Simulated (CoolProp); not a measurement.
Computed with CoolProp (reference Helmholtz-energy equation of state, Thol 2019).

Q: For n-pentane, give the phase and the density (kg/m³), speed of sound (m/s), Joule-Thomson coefficient (K/MPa), viscosity (µPa s) at 72.45 °C and 429 kPa; 72.45 °C and 1470 kPa; 72.45 °C and 3350 kPa.

A: 
- 72.45 °C and 429 kPa: liquid; density 571, speed of sound 779, Joule-Thomson coefficient -0.203, viscosity 112
- 72.45 °C and 1470 kPa: liquid; density 573, speed of sound 793, Joule-Thomson coefficient -0.216, viscosity 115
- 72.45 °C and 3350 kPa: liquid; density 577, speed of sound 817, Joule-Thomson coefficient -0.238, viscosity 119

Viscosity comes from a separate model (Quiñones-Cisneros 2006), older than the equation that it now runs on, and unchecked against measurements.
